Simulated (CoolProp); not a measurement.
Computed with CoolProp (reference Helmholtz-energy equation of state, Thol 2019).

For n-pentane, give the phase and the density (kg/m³), cv (kJ/(kg K)), speed of sound (m/s), expansivity (1/kK) at 231.35 °C and 2.1 MPa; 231.35 °C and 4.21 MPa; 231.35 °C and 6.31 MPa.


- 231.35 °C and 2.1 MPa: gas; density 44.5, cv 2.49, speed of sound 205, expansivity 3.98
- 231.35 °C and 4.21 MPa: supercritical; density 134, cv 2.61, speed of sound 146, expansivity 14.7
- 231.35 °C and 6.31 MPa: supercritical; density 307, cv 2.60, speed of sound 195, expansivity 12.3
